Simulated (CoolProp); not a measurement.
A single-stage vapour-compression cycle with R125: evaporating at 260.15 K (dew point), condensing at 287.15 K (bubble point), superheat 8 K, subcooling 5 K, compressor efficiency 0.85, no pressure losses. Each further row changes one setting.

Values from CoolProp's reference Helmholtz-energy equation of state, Lemmon 2005.

```tsv
case	cooling COP	pressure ratio	discharge temperature (K)	refrigerating effect (kJ/kg)	volumetric capacity (kJ/m³)
as stated	(withheld)	2.35	298.4	122	3180
evaporating temperature 265.15 K	9.28	1.97	297.7	125	3850
condensing temperature 282.15 K	(withheld)	2.03	293.0	128	3350
subcooling 10 K	(withheld)	2.35	298.4	128	3350
superheat 18 K	(withheld)	2.35	308.2	130	3220
compressor efficiency 0.75	(withheld)	2.35	300.8	122	3180
```

Q: What belongs in the gaps?

A: 
- as stated, cooling COP: 7.25
- condensing temperature 282.15 K, cooling COP: 9.18
- subcooling 10 K, cooling COP: 7.63
- superheat 18 K, cooling COP: 7.31
- compressor efficiency 0.75, cooling COP: 6.39
